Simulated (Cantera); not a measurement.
Input (Python, Cantera) and output of one run.

```python
import numpy as np
import cantera as ct

gas_names = """
    H H2 Si SiH SiH2 SiH3 SiH4 Si2 Si3
""".split()
cond_names = """
    Si(cr) Si(L)
""".split()


# ... load() reads the species with a 1 bar reference pressure and builds the phases ...
atoms = {
    'Si': {'Si': 1},
    'H2': {'H': 2},
}
top_T = {}  # K; cautious upper limits of use, not melting points


# ... equilibrate(T, P, feed) seeds the gas with the atoms and calls Mixture.equilibrate('TP', solver="vcs", rtol=1e-11, max_steps=5000) ...
results = []
feed = {'Si': 1, 'H2': 5.1}  # mol
P = 68000  # Pa
for T in [523, 723, 923, 1123, 1323, 1523, 1723]:
    mix = equilibrate(T, P, feed)
    results.append((T, P, feed, dict(zip(mix.species_names, mix.species_moles))))
    x = sorted(zip(gas.X, gas.species_names), reverse=True)
    print(f"T = {T:g} K  P = {P:g} Pa  gas = {mix.phase_moles(0):.4g} mol")
    print("   x: " + "  ".join(f"{s} {v:.3e}" for v, s in x if v > 0.001))
    print("   condensed (mol): " + ("  ".join(f"{mix.phase(i).name} {mix.phase_moles(i):.4g}"
          for i in range(1, mix.n_phases) if mix.phase_moles(i) > 1e-12) or "none"))
```

Result:

```
T = 523 K  P = 68000 Pa  gas = 5.1 mol
   x: H2 1.000e+00
   condensed (mol): Si(cr) 1
T = 723 K  P = 68000 Pa  gas = 5.1 mol
   x: H2 1.000e+00
   condensed (mol): Si(cr) 1
T = 923 K  P = 68000 Pa  gas = 5.1 mol
   x: H2 1.000e+00
   condensed (mol): Si(cr) 1
T = 1123 K  P = 68000 Pa  gas = 5.1 mol
   x: H2 1.000e+00
   condensed (mol): Si(cr) 1
T = 1323 K  P = 68000 Pa  gas = 5.1 mol
   x: H2 1.000e+00
   condensed (mol): Si(cr) 1
T = 1523 K  P = 68000 Pa  gas = 5.1 mol
   x: H2 1.000e+00
   condensed (mol): Si(cr) 1
T = 1723 K  P = 68000 Pa  gas = 5.101 mol
   x: H2 9.998e-01
   condensed (mol): Si(L) 0.9999
```

Method: chemical equilibrium by Gibbs-energy minimisation in Cantera with the NASA 1993 tables (ideal gas, pure condensed phases). Gases not in the tables: Si2H6 and higher silanes.
